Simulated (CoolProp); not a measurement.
Saturation properties of water (Tc = 647.1 K, pc = 220.6 bar, ω = 0.344).

Model: reference Helmholtz-energy equation of state, Wagner 2002, in CoolProp.

| T (K) | p (bar) | liquid density (kg/m³) | enthalpy of vaporisation (kJ/kg) | surface tension (mN/m) | liquid viscosity (µPa s) | liquid conductivity (mW/(m K)) |
|---|---|---|---|---|---|---|
| 513.4 | 33.62 | 813.0 | 1764 | 28.1 | 111 | 627 |
| 524.3 | 40.54 | 797.2 | 1709 | 25.6 | 106 | 616 |
| 535.3 | 48.58 | 780.2 | 1650 | 23.0 | 101 | 603 |
| 546.2 | 57.70 | 762.3 | 1586 | 20.4 | 96.3 | 590 |
| 557.1 | 68.08 | 743.2 | 1517 | 17.9 | 92.0 | 576 |
| 568 | 79.82 | 722.5 | 1443 | 15.4 | 87.8 | 560 |
| 579 | 93.18 | 699.8 | 1359 | 12.9 | 83.7 | 544 |
| 589.9 | 108.1 | 675.0 | 1268 | 10.5 | 79.5 | 526 |
| 600.8 | 124.7 | 647.3 | 1164 | 8.13 | 75.4 | 506 |

It boils at 373.1 K under 1 atm.

Viscosity comes from a separate model (Huber 2009). Thermal conductivity comes from a separate model (Huber 2012). Surface tension comes from a separate correlation (Mulero 2012).
